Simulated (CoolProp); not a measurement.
Saturation properties of toluene.

Values from CoolProp's reference Helmholtz-energy equation of state, Lemmon 2006. It is a short technical equation, of lower accuracy than the large ones.

```json
[
 {"T (K)": "299.4", "p (MPa)": "0.004051", "liquid density (kg/m³)": "861.0", "vapour density (kg/m³)": "0.1505"},
 {"T (K)": "319.8", "p (MPa)": "0.01063", "liquid density (kg/m³)": "841.8", "vapour density (kg/m³)": "0.3714"},
 {"T (K)": "340.2", "p (MPa)": "0.02435", "liquid density (kg/m³)": "822.4", "vapour density (kg/m³)": "0.8051"},
 {"T (K)": "360.5", "p (MPa)": "0.04979", "liquid density (kg/m³)": "802.6", "vapour density (kg/m³)": "1.569"},
 {"T (K)": "380.9", "p (MPa)": "0.09339", "liquid density (kg/m³)": "___", "vapour density (kg/m³)": "2.825"},
 {"T (K)": "401.3", "p (MPa)": "0.1627", "liquid density (kg/m³)": "760.8", "vapour density (kg/m³)": "4.760"},
 {"T (K)": "421.7", "p (MPa)": "0.2664", "liquid density (kg/m³)": "___", "vapour density (kg/m³)": "7.606"},
 {"T (K)": "442.1", "p (MPa)": "0.4146", "liquid density (kg/m³)": "715.2", "vapour density (kg/m³)": "11.65"},
 {"T (K)": "462.5", "p (MPa)": "0.6180", "liquid density (kg/m³)": "690.1", "vapour density (kg/m³)": "17.27"},
 {"T (K)": "482.8", "p (MPa)": "0.8871", "liquid density (kg/m³)": "663.2", "vapour density (kg/m³)": "24.95"},
 {"T (K)": "503.2", "p (MPa)": "___", "liquid density (kg/m³)": "633.2", "vapour density (kg/m³)": "35.54"},
 {"T (K)": "523.6", "p (MPa)": "1.683", "liquid density (kg/m³)": "599.1", "vapour density (kg/m³)": "50.33"},
 {"T (K)": "544", "p (MPa)": "___", "liquid density (kg/m³)": "558.6", "vapour density (kg/m³)": "71.82"},
 {"T (K)": "564.4", "p (MPa)": "2.931", "liquid density (kg/m³)": "___", "vapour density (kg/m³)": "106.0"}
]
```

Problem. Fill in the missing entries.

Solution. 
- 380.9, liquid density (kg/m³): 782.1
- 421.7, liquid density (kg/m³): 738.6
- 503.2, p (MPa): 1.237
- 544, p (MPa): 2.240
- 564.4, liquid density (kg/m³): 506.2

It boils at 383.7 K under 1 atm.
